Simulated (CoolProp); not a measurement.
Vapour pressure (bar) of carbon dioxide: the reference equation beside estimates from Tc = 304.1 K, pc = 73.77 bar, ω = 0.224.

Values from CoolProp's reference Helmholtz-energy equation of state, Span 1996.

| T (K) | reference | Redlich-Kwong | Peng-Robinson |
|---|---|---|---|
| 236.7 | 11.42 | (withheld) | 11.32 |
| 240.5 | 13.05 | 16.70 | 12.93 |
| 244.4 | 14.89 | 18.73 | 14.76 |
| 248.2 | 16.85 | 20.87 | (withheld) |
| 252.1 | (withheld) | 23.23 | 18.92 |
| 255.9 | 21.42 | 25.71 | 21.27 |
| 259.8 | 24.05 | (withheld) | 23.91 |
| 263.6 | 26.83 | (withheld) | 26.70 |
| 267.5 | 29.92 | (withheld) | 29.81 |
| 271.3 | 33.18 | 37.54 | 33.09 |
| 275.1 | 36.68 | 40.94 | 36.63 |
| 279 | 40.57 | 44.63 | 40.55 |
| 282.8 | 44.63 | 48.44 | 44.66 |
| 286.7 | 49.12 | 52.56 | 49.19 |

**Question.** Some entries are withheld; supply them.

**Answer.** 
- 236.7, Redlich-Kwong: 14.87
- 248.2, Peng-Robinson: 16.72
- 252.1, reference: 19.07
- 259.8, Redlich-Kwong: 28.42
- 263.6, Redlich-Kwong: 31.25
- 267.5, Redlich-Kwong: 34.34

Absolute difference from the reference over all 14 rows, mean and median: Redlich-Kwong 17.8 and 17.3 %, Peng-Robinson 0.5 and 0.5 %.
